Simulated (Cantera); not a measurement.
**acetone + H₂ + N₂ (carbon deposition, reforming and gasification)**

Charge: 1 mol acetone, 5.5 mol H₂, 31 mol N₂, at 0.133 bar.

Method: chemical equilibrium by Gibbs-energy minimisation in Cantera with the NASA 1993 tables (ideal gas, pure condensed phases). Candidate condensed phases: C, C₆H₆, C₇H₈, C₈H₁₈, H₂O; 169 gas species. Ions and electrons are included (thermal ionisation). The feed counts by its element totals alone. The numbers say what is thermodynamically allowed, not how fast it happens.

| T (K) | x N₂ | x H | x H₂ | x N | x C | x HCN | x CO | x CN | n C(graphite) |
|---|---|---|---|---|---|---|---|---|---|
| 2000 | 0.762 | 0.00202 | 0.205 | 2.16e-9 | 2.28e-10 | 0.00583 | 0.0247 | 1.35e-6 | 1.74 |
| 2500 | 0.740 | 0.0289 | 0.176 | 6.89e-7 | 1.25e-6 | 0.0256 | 0.0243 | 0.000243 | 0.651 |
| 3000 | 0.690 | 0.140 | 0.105 | 3.17e-5 | 0.000208 | 0.0294 | 0.0229 | 0.00405 | 0 |
| 3500 | 0.632 | 0.280 | 0.0300 | 0.000482 | 0.00419 | 0.0108 | 0.0209 | 0.0156 | 0 |
| 4000 | 0.607 | 0.326 | 0.00557 | 0.00379 | 0.0166 | 0.00149 | 0.0200 | 0.0182 | 0 |
| 4500 | 0.591 | 0.330 | 0.00121 | 0.0190 | 0.0268 | 0.000159 | 0.0195 | 0.0114 | 0 |
| 5000 | 0.552 | 0.322 | 0.000335 | 0.0675 | 0.0319 | 2.04e-5 | 0.0185 | 0.00630 | 0 |
x: gas mole fraction; n: condensed amount in mol.

From 2000 K to 2500 K the condensed part is C(graphite). From 3000 K to 5000 K nothing is condensed. The main C-bearing gas is CO at 2000 K and C at 5000 K.
